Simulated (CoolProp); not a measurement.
Vapour-liquid equilibrium of hydrogen chloride (1) + ethane (2) at -14.45 °C; x and y are mole fractions of (1).

Values from CoolProp's multi-fluid Helmholtz-energy mixture model, Thol 2018 and Bücker 2006; pair parameters Bell 2016.

Question: Give the bubble pressure and the first vapour's composition at x = 0.05, 0.5, 0.8. Is there an azeotrope?

Answer: x = 0.05: 1.772 MPa, y = 0.094; x = 0.5: 2.229 MPa, y = 0.518; x = 0.8: 2.120 MPa, y = 0.718. y crosses x between x = 0.5 and 0.65: the model has an azeotrope there.

Pair parameters are fitted to limited data, so mixtures are less certain than the pure fluids.
